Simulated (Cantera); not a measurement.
A diamond (100) surface in a fixed gas of H2 with x(CH4) = 0.022, x(H) = 0.011, x(CH3) = 0.00076, at 1325 K; coverages are run to steady state.

Cantera simulation using the Harris–Goodwin 1993 mechanism for the reconstructed diamond (100) surface; the numbers are that mechanism's predictions, not measurements.

One state of this run: growth (µm/h) = 4.36; θ c6HH = 0.366; θ c6H* = 0.0518; θ c6*H = 0.531; θ c6** = 0.0488; θ c6HM = 0.000579. θ: site fractions in the mechanism's names (c6HH fully hydrogenated, c6H* and c6*H radical sites, c6** diradical, c6HM methylated).

Q: Which value of P (Pa) does it belong to?
A. 1500
B. 8500
C. 2600
D. 11000

A: C, 2600
